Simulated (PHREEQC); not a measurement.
Synthetic water in mmol/kgw, 25 °C, pH 6.04, pe 8.6:

| constituent | mmol/kgw |
|---|---|
| Na | 0.000912 |
| K | 0.000704 |
| Ca | 0.0009 |
| Mg | 0.000484 |
| Cl | 0.000716 |
| S(6) | 0.000293 |
| Alkalinity (meq/kgw) | 0.00317 |
| N(5) | 4.44e-06 |
| Ba | 9.6e-05 |
| Li | 4.48e-05 |

Valence states are taken as typed.

All values are PHREEQC results (ion-association model, wateq4f.dat), not measurements.

No solid was allowed to form.

Task: Predict the ionic strength, charge-balance error.

Result: ionic strength 7.24e-6 mol/kgw; charge-balance error 1.3 %.

Task: In which forms is C present?

Result: CO2 67 %, HCO3- 33 % of the C.
